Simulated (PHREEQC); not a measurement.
**Arsenic or selenium liquor: an equilibrium model**

A solution holds 81 mmol/kgw H3AsO4, 15 mmol/kgw H3PO4 and 28 mmol/kgw CaCl2, at 16 °C. Closed to the air; pH follows from the charge balance.

Model: ion-association model, wateq4f.dat, run in PHREEQC.

The pH comes out as 1.67. The ionic strength comes out as 0.108 mol/kgw and the total alkalinity comes out as -96.0 meq/kg.

```
species  molality  activity   log γ
-------  --------  --------  ------
H3AsO4     0.0606    0.0621   0.011
Cl-        0.0560    0.0426  -0.118
Ca+2       0.0270    0.0105  -0.412
H+         0.0259    0.0213  -0.084
H2AsO4-    0.0204    0.0159  -0.108
H3PO4     0.00957   0.00981   0.011
H2PO4-    0.00444   0.00349  -0.104
```

This is a speciation only: nothing precipitates in the calculation. Complexes and solids missing from the database can't appear. H3PO4, which wateq4f.dat lacks, is added to it with the constant of phreeqc.dat. The database has no arsenate complexes of Ca.
